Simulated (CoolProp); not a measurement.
Saturated liquid density (kg/m³) of R113: the reference equation beside estimates from Tc = 214.1 °C, pc = 33.92 bar, ω = 0.253. Rackett uses Z = 0.29056 − 0.08775 ω.

The numbers come from the reference Helmholtz-energy equation of state, Marx 1992 in CoolProp.

```tsv
T (°C)	reference	Rackett	van der Waals	Soave-Redlich-Kwong
107.35	1347	___	___	1231
116.25	1320	1343	809.4	1200
125.15	1291	1313	791.2	1167
134.05	1261	1282	771.9	1131
142.95	1230	1249	751.5	1094
151.85	1196	___	729.8	1053
160.75	1159	___	___	___
169.65	1118	1135	___	960.0
```

### Question
What belongs in the gaps?

### Answer

- 107.35, Rackett: 1371
- 107.35, van der Waals: 826.8
- 151.85, Rackett: 1214
- 160.75, Rackett: 1176
- 160.75, van der Waals: 706.3
- 160.75, Soave-Redlich-Kwong: 1008
- 169.65, van der Waals: 680.8

Absolute difference from the reference over all 8 rows, mean and median: Rackett 1.6 and 1.6 %, van der Waals 38.9 and 38.8 %, Soave-Redlich-Kwong 11.0 and 10.7 %.
